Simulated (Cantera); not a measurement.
Adiabatic ignition

An adiabatic, constant-pressure homogeneous reactor starts with 3.64 % CH4, 20.2 % O2, 76.1 % N2, equivalence ratio 0.36, at 1525 K and 2.17 atm.

Model: GRI-Mech 3.0 (53 species, 325 reactions), integrated in Cantera.

```
t (s)     T (K)   x CH4   x O2       x O      x NO    x CH2O     x CH3    x C2H4
--------  -----  ------  -----  --------  --------  --------  --------  --------
1.00e-6    1525  0.0364  0.202   6.97e-9    <1e-12   1.06e-9   1.53e-7    <1e-12
2.77e-6    1525  0.0364  0.202   9.92e-9    <1e-12   9.65e-9   4.92e-7    <1e-12
7.65e-6    1525  0.0364  0.202   1.41e-8    <1e-12   8.54e-8   1.53e-6  3.36e-11
2.11e-5    1525  0.0364  0.202   2.82e-8    <1e-12   7.86e-7   5.12e-6   1.11e-9
5.85e-5    1525  0.0364  0.202   9.71e-8    <1e-12   8.92e-6   2.22e-5   5.11e-8
0.000162   1526  0.0360  0.202   7.34e-7  1.74e-12  0.000156  0.000145   5.79e-6
0.000447   2203  <1e-12  0.127   0.00414   3.56e-5  1.59e-12    <1e-12    <1e-12
0.00124    2267  <1e-12  0.128  0.000995  0.000145    <1e-12    <1e-12    <1e-12
0.00342    2267  <1e-12  0.128  0.000991  0.000389    <1e-12    <1e-12    <1e-12
0.00946    2265  <1e-12  0.128  0.000982   0.00104    <1e-12    <1e-12    <1e-12
0.0262     2262  <1e-12  0.127  0.000959   0.00268    <1e-12    <1e-12    <1e-12
0.0723     2255  <1e-12  0.125  0.000914   0.00600    <1e-12    <1e-12    <1e-12
0.200      2248  <1e-12  0.124  0.000868   0.00958    <1e-12    <1e-12    <1e-12
```
x: mole fraction; the columns are a selection and need not sum to one.

| Item | Result |
|---|---|
| time of steepest temperature rise | 0.365 ms |
| temperature at 0.200 s | 2248 K |
| equilibrium temperature | 2246 K |
| x(CH4) at 0.200 s | <1e-12 (gas-phase equilibrium <1e-12) |
| x(O2) at 0.200 s | 0.124 (gas-phase equilibrium 0.123) |
| x(O) at 0.200 s | 0.000868 (gas-phase equilibrium 0.000856) |
